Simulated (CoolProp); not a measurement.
The fluoroketone C6F12O (FK-5-1-12) along the isotherm 226.85 °C: Z from the reference equation and from simpler models built on Tc = 168.7 °C, pc = 1869 kPa, ω = 0.471; each cubic takes its own stable root.

Computed with CoolProp (reference Helmholtz-energy equation of state, McLinden 2015).

```csv
p (kPa),phase,reference
1700,gas,0.7843
3400,supercritical,0.5482
5100,supercritical,0.5036
6800,supercritical,0.5723
8500,supercritical,0.6584
10200,supercritical,0.7482
11900,supercritical,0.8388
13600,supercritical,0.9290
15300,supercritical,1.019
17000,supercritical,1.107
18700,supercritical,1.195
```

Q: How far does each simpler model (van der Waals, Redlich-Kwong) lie from the reference over these 11 states: mean and median of the absolute difference, and the worst?

A: 
- van der Waals: mean 20.2 %, median 23.7 %, worst +26.9 % at 226.85 °C and 18700 kPa
- Redlich-Kwong: mean 2.2 %, median 1.4 %, worst -10.6 % at 226.85 °C and 3400 kPa
